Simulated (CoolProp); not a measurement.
Octamethylcyclotetrasiloxane (D4) along the isotherm 346.85 °C: density (kg/m³) from the reference equation and from simpler models built on Tc = 313.4 °C, pc = 13.47 bar, ω = 0.598; each cubic takes its own stable root.

The numbers come from the reference Helmholtz-energy equation of state, Thol 2015 in CoolProp.

| p (bar) | phase | reference | van der Waals | Soave-Redlich-Kwong |
|---|---|---|---|---|
| 0.426 | gas | 2.474 | 2.472 | 2.473 |
| 0.625 | gas | 3.645 | 3.640 | 3.642 |
| 0.918 | gas | 5.388 | 5.379 | 5.383 |
| 1.35 | gas | 7.999 | 7.980 | 7.989 |
| 1.98 | gas | 11.90 | 11.86 | 11.88 |
| 2.9 | gas | 17.82 | 17.72 | 17.76 |
| 4.26 | gas | 27.09 | 26.88 | 26.94 |
| 6.25 | gas | 42.00 | … | 41.62 |
| 9.18 | gas | 67.85 | 67.10 | 66.75 |
| 13.5 | supercritical | 120.3 | 122.8 | 116.4 |
| 19.8 | supercritical | 280.7 | 298.1 | 248.9 |
| 29 | supercritical | 452.2 | … | 382.7 |
| 42.6 | supercritical | 520.5 | 399.4 | … |
| 62.5 | supercritical | 567.7 | 432.4 | 520.4 |
| 91.8 | supercritical | … | 462.4 | 575.0 |
| 135 | supercritical | 646.2 | 490.5 | 626.3 |

Q: Complete the blanks.

A: 
- 6.25, van der Waals: 41.56
- 29, van der Waals: 359.7
- 42.6, Soave-Redlich-Kwong: 459.6
- 91.8, reference: 608.2
